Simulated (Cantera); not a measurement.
Input: 1 mol CO₂, 0.35 mol O₂, equilibrated at 10000 Pa.

Cantera equilibrium calculation (NASA polynomials, part measured and part estimated; ideal gas, pure solids and liquids). Candidate condensed phases: C; 12 gas species. The numbers say what is thermodynamically allowed, not how fast it happens. All values below are at 2052 °C.

Base state: CO₂ 0.663, O₂ 0.273, CO 0.0544, O 0.00948 (mole fractions); condensed: gas only.

Problem. What changes in the equilibrium state with this change: 0.014 mol NH₃ added?

Solution. 
```json
[
 {"species": "CO₂", "before": "0.663", "after": "0.652"},
 {"species": "O₂", "before": "0.273", "after": "0.261"},
 {"species": "CO", "before": "0.0544", "after": "0.0548"},
 {"species": "H₂O", "before": "0", "after": "0.0118"},
 {"species": "OH", "before": "0", "after": "0.00519"},
 {"species": "N₂", "before": "0", "after": "0.00427"},
 {"species": "NO", "before": "0", "after": "0.00135"},
 {"species": "H", "before": "0", "after": "0.000460"}
]
```
Further candidate phases: C₆H₆, C₇H₈, C₈H₁₈, H₂O.
